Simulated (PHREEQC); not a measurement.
Consider water at 20 °C with 0.0063 mol/kgw NaNO3 and 0.0027 mol/kgw NiSO4. Closed to the air; pH follows from the charge balance.

Equilibrium calculation in PHREEQC: ion-association model, wateq4f.dat.

No solid was allowed to form.

Q: What pH, ionic strength does the model give?

A: pH 6.44; ionic strength 0.0155 mol/kgw.

Q: In which forms is Ni present?

A: Ni+2 86 %, NiSO4 14 % of the Ni.
